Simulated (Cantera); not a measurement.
# Diamond growth

A diamond (100) surface in a fixed gas of H2 with x(CH4) = 0.03, x(H) = 0.0089, at 1200 K, 66.8 Torr; coverages are run to steady state.

Computed with Cantera and the Harris–Goodwin 1993 mechanism for the reconstructed diamond (100) surface.

| x(CH3) | growth (µm/h) | θ c6HH | θ c6H* | θ c6*H | θ c6** | θ c6HM |
|---|---|---|---|---|---|---|
| 1e-06 | 0.0555 | 0.440 | 0.0386 | 0.491 | 0.0302 | 1.58e-5 |
| 2e-06 | 0.111 | 0.440 | 0.0386 | 0.491 | 0.0302 | 3.16e-5 |
| 4.2e-06 | 0.233 | 0.440 | 0.0386 | 0.491 | 0.0302 | 6.63e-5 |
| 8.5e-06 | 0.472 | 0.440 | 0.0386 | 0.491 | 0.0302 | 0.000134 |
| 1.7e-05 | 0.944 | 0.440 | 0.0385 | 0.491 | 0.0302 | 0.000268 |
| 3.5e-05 | 1.94 | 0.440 | 0.0385 | 0.491 | 0.0302 | 0.000552 |
| 7.2e-05 | 3.99 | 0.439 | 0.0385 | 0.490 | 0.0301 | 0.00113 |
| 0.00015 | 8.28 | 0.438 | 0.0384 | 0.489 | 0.0300 | 0.00235 |
| 0.0003 | 16.5 | 0.437 | 0.0382 | 0.487 | 0.0297 | 0.00468 |
θ: site fractions in the mechanism's names (c6HH fully hydrogenated, c6H* and c6*H radical sites, c6** diradical, c6HM methylated).
